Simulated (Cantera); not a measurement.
Input (Python, Cantera) and output of one run.

```python
import numpy as np
import cantera as ct

gas_names = """
    H H2 N NH NH2 NH3 N2 N2H2 N2H4 Si SiH SiH2 SiH3 SiH4 SiN Si2 Si2N Si3
""".split()
cond_names = """
    Si(cr) Si(L) Si3N4(a)
""".split()


# ... load() reads the species with a 1 bar reference pressure and builds the phases ...
atoms = {
    'trisilylamine': {'Si': 3, 'N': 1, 'H': 9},
    'N2': {'N': 2},
    'H2': {'H': 2},
}
top_T = {'Si3N4(a)': 2400}  # K; cautious upper limits of use, not melting points


# ... equilibrate(T, P, feed) seeds the gas with the atoms and calls Mixture.equilibrate('TP', solver="vcs", rtol=1e-11, max_steps=5000) ...
results = []
feed = {'trisilylamine': 1, 'N2': 8.4, 'H2': 11}  # mol
T = 848  # K
P = 13332.2  # Pa
mix = equilibrate(T, P, feed)
results.append((T, P, feed, dict(zip(mix.species_names, mix.species_moles))))
print(gas.report(threshold=0.001))
for i in range(1, mix.n_phases):
    print(f"{mix.phase(i).name:16s} {mix.phase_moles(i):12.5e} mol")
```

Result:

```
       temperature   848 K
          pressure   13332 Pa
           density   0.018957 kg/m^3
  mean mol. weight   10.025 kg/kmol
   phase of matter   gas

                          1 kg             1 kmol
                     ---------------   ---------------
          enthalpy        1.6214e+06        1.6255e+07  J
   internal energy        9.1815e+05        9.2046e+06  J
           entropy             20165        2.0215e+05  J/K
    Gibbs function       -1.5478e+07       -1.5517e+08  J
 heat capacity c_p            3032.4             30400  J/K
 heat capacity c_v              2203             22085  J/K

                      mass frac. Y      mole frac. X     chem. pot. / RT
                     ---------------   ---------------   ---------------
                H2           0.13914            0.6919           -19.495
                N2           0.86073           0.30802           -27.647
     [  +16 minor]        0.00013674        8.0489e-05

Si(cr)            0.00000e+00 mol
Si3N4(a)          1.00000e+00 mol
```

Method: chemical equilibrium by Gibbs-energy minimisation in Cantera with the NASA 1993 tables (ideal gas, pure condensed phases). The feed counts by its element totals alone.
